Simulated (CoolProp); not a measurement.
Fluorine along the isotherm -148.75 °C: Z from the reference equation and from simpler models built on Tc = -128.7 °C, pc = 5240 kPa, ω = 0.045; each cubic takes its own stable root.

Model: reference Helmholtz-energy equation of state, de Reuck 1990, in CoolProp.

```json
[
 {"p (kPa)": "187", "phase": "gas", "reference": "0.9811", "Redlich-Kwong": "0.9812", "Soave-Redlich-Kwong": "0.9811", "Peng-Robinson": "0.9796"},
 {"p (kPa)": "374", "phase": "gas", "reference": "0.9616", "Redlich-Kwong": "0.9618", "Soave-Redlich-Kwong": "0.9617", "Peng-Robinson": "0.9586"},
 {"p (kPa)": "561", "phase": "gas", "reference": "0.9414", "Redlich-Kwong": "0.9418", "Soave-Redlich-Kwong": "0.9416", "Peng-Robinson": "0.9370"},
 {"p (kPa)": "749", "phase": "gas", "reference": "0.9203", "Redlich-Kwong": "0.9210", "Soave-Redlich-Kwong": "0.9207", "Peng-Robinson": "0.9146"},
 {"p (kPa)": "936", "phase": "gas", "reference": "0.8985", "Redlich-Kwong": "0.8995", "Soave-Redlich-Kwong": "0.8991", "Peng-Robinson": "0.8915"},
 {"p (kPa)": "1120", "phase": "gas", "reference": "0.8760", "Redlich-Kwong": "0.8775", "Soave-Redlich-Kwong": "0.8770", "Peng-Robinson": "0.8680"},
 {"p (kPa)": "1310", "phase": "gas", "reference": "0.8516", "Redlich-Kwong": "0.8538", "Soave-Redlich-Kwong": "0.8531", "Peng-Robinson": "0.8426"},
 {"p (kPa)": "1500", "phase": "gas", "reference": "0.8258", "Redlich-Kwong": "0.8288", "Soave-Redlich-Kwong": "0.8280", "Peng-Robinson": "0.8161"},
 {"p (kPa)": "1680", "phase": "gas", "reference": "0.7996", "Redlich-Kwong": "0.8037", "Soave-Redlich-Kwong": "0.8028", "Peng-Robinson": "0.7895"},
 {"p (kPa)": "1870", "phase": "gas", "reference": "0.7699", "Redlich-Kwong": "0.7755", "Soave-Redlich-Kwong": "0.7744", "Peng-Robinson": "0.7597"},
 {"p (kPa)": "2250", "phase": "liquid", "reference": "0.07125", "Redlich-Kwong": "0.07619", "Soave-Redlich-Kwong": "0.07589", "Peng-Robinson": "0.06702"},
 {"p (kPa)": "2430", "phase": "liquid", "reference": "0.07680", "Redlich-Kwong": "0.08199", "Soave-Redlich-Kwong": "0.08167", "Peng-Robinson": "0.07214"},
 {"p (kPa)": "2620", "phase": "liquid", "reference": "0.08264", "Redlich-Kwong": "0.08807", "Soave-Redlich-Kwong": "0.08774", "Peng-Robinson": "0.07753"}
]
```
